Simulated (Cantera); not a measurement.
Charge: 1 mol SiC, 0.55 mol N₂O, 81 mol N₂, at 1350 Torr.

Equilibrium computed with Cantera from the NASA thermochemical tables; the gas is ideal and each condensed phase is pure. Candidate condensed phases: C, Si, SiC, SiO₂, Si₂N₂O, Si₃N₄; 34 gas species. Mutual solubility and eutectic melting of coexisting phases are not modelled. The numbers say what is thermodynamically allowed, not how fast it happens.

**Question.** Which condensed phases are stable at each of these points (T (K)): 1350, 1400, 1450, 1500, 1550, 1600, 1650, 1700, 1750, 1800, 1850, 1900, 1950?

**Answer.** 
| T (K) | condensed phases | Si condensed (%) |
|---|---|---|
| 1350 | C(graphite) + Si₂N₂O(s) | 100.0 |
| 1400 | C(graphite) + Si₂N₂O(s) | 100.0 |
| 1450 | C(graphite) + Si₂N₂O(s) | 100.0 |
| 1500 | C(graphite) + Si₂N₂O(s) | 100.0 |
| 1550 | C(graphite) + Si₂N₂O(s) | 100.0 |
| 1600 | C(graphite) + Si₂N₂O(s) | 100.0 |
| 1650 | C(graphite) + Si₂N₂O(s) + Si₃N₄(s) | 100.0 |
| 1700 | C(graphite) + Si₂N₂O(s) + Si₃N₄(s) | 100.0 |
| 1750 | C(graphite) + Si₂N₂O(s) + Si₃N₄(s) | 99.9 |
| 1800 | SiC(s) + Si₂N₂O(s) | 99.7 |
| 1850 | SiC(s) + Si₂N₂O(s) + Si₃N₄(s) | 99.3 |
| 1900 | SiC(s) + Si₃N₄(s) | 98.1 |
| 1950 | SiC(s) + Si₃N₄(s) | 96.5 |

From 1350 K to 1600 K the condensed part is C(graphite) + Si₂N₂O(s). From 1650 K to 1750 K the condensed part is C(graphite) + Si₂N₂O(s) + Si₃N₄(s). At 1800 K the condensed part is SiC(s) + Si₂N₂O(s). At 1850 K the condensed part is SiC(s) + Si₂N₂O(s) + Si₃N₄(s). From 1900 K to 1950 K the condensed part is SiC(s) + Si₃N₄(s).
